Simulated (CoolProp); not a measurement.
Vapour-liquid equilibrium of cis-2-butene (1) + acetone (2) at 46.35 °C; x and y are mole fractions of (1).

Values from CoolProp's multi-fluid Helmholtz-energy mixture model, Lemmon 2005 and Lemmon 2006; pair parameters Bell 2016.

```tsv
x	bubble pressure, mixture model (MPa)	bubble pressure, Raoult's law (MPa)	y, mixture model	y, Raoult's law
0.05	0.1140	0.08841	0.389	0.228
0.125	0.1691	0.1133	0.609	0.446
0.2	0.2142	0.1382	0.707	0.584
0.275	0.2500	0.1631	0.762	0.681
0.35	0.2780	0.1880	0.798	0.752
0.425	0.3000	0.2130	0.822	0.806
0.5	0.3176	0.2379	0.842	0.849
0.575	0.3324	0.2628	0.858	0.884
0.65	0.3455	0.2877	0.874	0.913
0.725	0.3581	0.3126	0.891	0.937
0.8	0.3706	0.3375	0.911	0.957
0.875	0.3833	0.3624	0.936	0.975
0.95	0.3960	0.3873	0.970	0.991
```

The largest gap from Raoult's law is +55.0 % in bubble pressure, at x = 0.2. No azeotrope shows between x = 0.05 and 0.95.

Pair parameters are fitted to limited data, so mixtures are less certain than the pure fluids. With so large a gap from Raoult's law the liquid may split in two, which this calculation doesn't test in full.
